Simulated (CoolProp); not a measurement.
A single-stage vapour-compression cycle with C2F6 (R116): evaporating at 240.15 K (dew point), condensing at 262.15 K (bubble point), superheat 5 K, subcooling 2 K, compressor efficiency 0.75, no pressure losses. Each further row changes one setting.

Computed with CoolProp (reference Helmholtz-energy equation of state, Lemmon 2006). It is a short technical equation, of lower accuracy than the large ones.

```
case                              cooling COP  pressure ratio  discharge temperature (K)  refrigerating effect (kJ/kg)  volumetric capacity (kJ/m³)
--------------------------------  -----------  --------------  -------------------------  ----------------------------  ---------------------------
as stated                                6.68            1.98                      269.5                          74.0                         4110
evaporating temperature 245.15 K         9.12            1.68                      269.0                          76.2                         5020
condensing temperature 257.15 K          9.12            1.71                      264.0                          80.0                         4450
subcooling 7 K                           7.23            1.98                      269.5                          80.1                         4450
superheat 15 K                           6.85            1.98                      279.1                          81.8                         4250
compressor efficiency 0.65               5.79            1.98                      271.3                          74.0                         4110
```
